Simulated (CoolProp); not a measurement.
A single-stage vapour-compression cycle with the fluid: evaporating at 249.15 K (dew point), condensing at 298.15 K (bubble point), superheat 8 K, subcooling 8 K, compressor efficiency 0.75, no pressure losses. The same conditions are run with several fluids, on thermodynamics alone (safety and materials aside).

Computed with CoolProp (reference Helmholtz-energy equation of state of each fluid (CH3F (R41): Lemmon 2006; R1224YDZ: Akasaka 2023; isobutane: Bücker 2006; n-perfluorobutane: Gao 2022; hydrogen sulfide: Lemmon 2006; R22: Kamei 1995)).

```csv
fluid,cooling COP,pressure ratio,discharge temperature (K),refrigerating effect (kJ/kg),volumetric capacity (kJ/m³)
CH3F (R41),2.79,3.82,368.1,[?],[?]
R1224YDZ,[?],8.69,[?],148,177
isobutane,3.32,5.74,317.4,294,502
n-perfluorobutane,[?],7.03,298.2,65.7,284
hydrogen sulfide,3.12,4.25,398.6,[?],3410
R22,3.23,4.98,351.4,[?],1610
```

### Question
Complete the blanks.

### Answer

- CH3F (R41), refrigerating effect (kJ/kg): 304
- CH3F (R41), volumetric capacity (kJ/m³): 5720
- R1224YDZ, cooling COP: 3.35
- R1224YDZ, discharge temperature (K): 320.2
- n-perfluorobutane, cooling COP: 2.92
- hydrogen sulfide, refrigerating effect (kJ/kg): 423
- R22, refrigerating effect (kJ/kg): 180

The compression ends wet for: n-perfluorobutane.
